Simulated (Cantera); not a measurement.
Feed: 1 mol BaF₂, 0.94 mol H₂, 0.39 mol N₂, equilibrated at 6.90 Torr.

Equilibrium computed with Cantera from the NASA thermochemical tables; the gas is ideal and each condensed phase is pure. Candidate condensed phases: Ba, BaF₂; 24 gas species. Kinetics and transport are ignored.

What share of the Ba ends up in condensed phases as a function of T (°C), at 775, 850, 925, 1000, 1075, 1150, 1225, 1300, 1375?


| T (°C) | Ba condensed (%) | as |
|---|---|---|
| 775 | 100.0 | BaF₂(s) |
| 850 | 100.0 | BaF₂(s) |
| 925 | 100.0 | BaF₂(s) |
| 1000 | 100.0 | BaF₂(s) |
| 1075 | 100.0 | BaF₂(s) |
| 1150 | 99.9 | BaF₂(s) |
| 1225 | 99.5 | BaF₂(s) |
| 1300 | 98.0 | BaF₂(s) |
| 1375 | 93.4 | BaF₂(l) |
